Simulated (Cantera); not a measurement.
## Premixed flame

A freely propagating, adiabatic, planar premixed flame of 11.1 % CH₄, 22.3 % O₂, 62.4 % N₂, 4.23 % CO₂, equivalence ratio 1.0, unburnt at 473 K and 29000 Pa; mixture-averaged transport, grid criteria slope 0.08 and curve 0.16, no radiation.

Cantera simulation using GRI-Mech 3.0 (53 species, 325 reactions); the numbers are that mechanism's predictions, not measurements. Burning velocities carry a grid error of a few per cent, more on coarse grids.

```json
[
 {"z (mm)": "-2.73", "T (K)": "473", "u (m/s)": "1.29", "x CH₄": "0.111", "x O₂": "0.223", "x CO₂": "0.0423", "x OH": "<1e-8", "x H₂O₂": "<1e-8", "x CO": "6.89e-7"},
 {"z (mm)": "-1.82", "T (K)": "474", "u (m/s)": "1.29", "x CH₄": "0.111", "x O₂": "0.222", "x CO₂": "0.0422", "x OH": "<1e-8", "x H₂O₂": "6.51e-8", "x CO": "1.22e-5"},
 {"z (mm)": "-1.36", "T (K)": "477", "u (m/s)": "1.30", "x CH₄": "0.110", "x O₂": "0.221", "x CO₂": "0.0421", "x OH": "6.46e-8", "x H₂O₂": "4.01e-7", "x CO": "7.91e-5"},
 {"z (mm)": "-0.909", "T (K)": "517", "u (m/s)": "1.42", "x CH₄": "0.107", "x O₂": "0.218", "x CO₂": "0.0419", "x OH": "5.06e-6", "x H₂O₂": "3.37e-6", "x CO": "0.00110"},
 {"z (mm)": "-0.454", "T (K)": "913", "u (m/s)": "2.56", "x CH₄": "0.0793", "x O₂": "0.185", "x CO₂": "0.0435", "x OH": "8.40e-5", "x H₂O₂": "6.34e-6", "x CO": "0.0161"},
 {"z (mm)": "-0.227", "T (K)": "1354", "u (m/s)": "3.86", "x CH₄": "0.0441", "x O₂": "0.138", "x CO₂": "0.0486", "x OH": "0.000652", "x H₂O₂": "4.96e-6", "x CO": "0.0397"},
 {"z (mm)": "0", "T (K)": "1761", "u (m/s)": "5.08", "x CH₄": "0.0116", "x O₂": "0.0841", "x CO₂": "0.0582", "x OH": "0.00355", "x H₂O₂": "1.27e-6", "x CO": "0.0651"},
 {"z (mm)": "0.227", "T (K)": "1931", "u (m/s)": "5.59", "x CH₄": "0.00116", "x O₂": "0.0511", "x CO₂": "0.0700", "x OH": "0.00880", "x H₂O₂": "2.73e-7", "x CO": "0.0699"},
 {"z (mm)": "0.454", "T (K)": "1968", "u (m/s)": "5.68", "x CH₄": "6.10e-5", "x O₂": "0.0385", "x CO₂": "0.0802", "x OH": "0.0119", "x H₂O₂": "1.39e-7", "x CO": "0.0630"},
 {"z (mm)": "0.909", "T (K)": "1995", "u (m/s)": "5.74", "x CH₄": "1.68e-7", "x O₂": "0.0323", "x CO₂": "0.0913", "x OH": "0.0132", "x H₂O₂": "1.27e-7", "x CO": "0.0534"},
 {"z (mm)": "1.82", "T (K)": "2031", "u (m/s)": "5.81", "x CH₄": "<1e-8", "x O₂": "0.0299", "x CO₂": "0.0976", "x OH": "0.0135", "x H₂O₂": "1.13e-7", "x CO": "0.0480"},
 {"z (mm)": "3.64", "T (K)": "2082", "u (m/s)": "5.94", "x CH₄": "<1e-8", "x O₂": "0.0281", "x CO₂": "0.100", "x OH": "0.0134", "x H₂O₂": "9.50e-8", "x CO": "0.0458"},
 {"z (mm)": "7.27", "T (K)": "2152", "u (m/s)": "6.11", "x CH₄": "<1e-8", "x O₂": "0.0257", "x CO₂": "0.104", "x OH": "0.0129", "x H₂O₂": "7.76e-8", "x CO": "0.0431"}
]
```
x: mole fraction of selected species; z is measured from the peak of heat release.

```json
{
  "laminar_burning_velocity": "129 cm/s",
  "thermal_thickness": "0.909 mm",
  "peak x(OH)": "0.0135",
  "peak x(H₂O₂)": "6.36e-6",
  "peak x(CO)": "0.0707",
  "grid_points": "170"
}
```
